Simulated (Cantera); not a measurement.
Input: 1 mol Si, 0.37 mol H₂O, 41 mol N₂, at 29.0 Pa.

Cantera equilibrium calculation (NASA polynomials, part measured and part estimated; ideal gas, pure solids and liquids). Candidate condensed phases: H₂O, Si, SiO₂, Si₂N₂O, Si₃N₄; 35 gas species. N₂ is the only nitrogen source here; it is nearly inert below about 1500 K, so the nitride shown seldom forms there in practice. Mutual solubility and eutectic melting of coexisting phases are not modelled. Kinetics and transport are ignored.

Task: Which condensed phases are stable at each of these points (T (°C)): 802, 902, 1002, 1102, 1202, 1302, 1402, 1502?

Result: 
```tsv
T (°C)	condensed phases	Si condensed (%)
802	Si₂N₂O(s) + Si₃N₄(s)	100.0
902	Si₂N₂O(s) + Si₃N₄(s)	100.0
1002	Si₂N₂O(s) + Si₃N₄(s)	100.0
1102	Si₂N₂O(s) + Si₃N₄(s)	99.9
1202	Si₂N₂O(s) + Si₃N₄(s)	96.9
1302	Si₃N₄(s)	62.3
1402	Si(s)	56.3
1502	Si(l)	29.5
```

From 802 °C to 1202 °C the condensed part is Si₂N₂O(s) + Si₃N₄(s). At 1302 °C the condensed part is Si₃N₄(s). At 1402 °C the condensed part is Si(s). At 1502 °C the condensed part is Si(l).
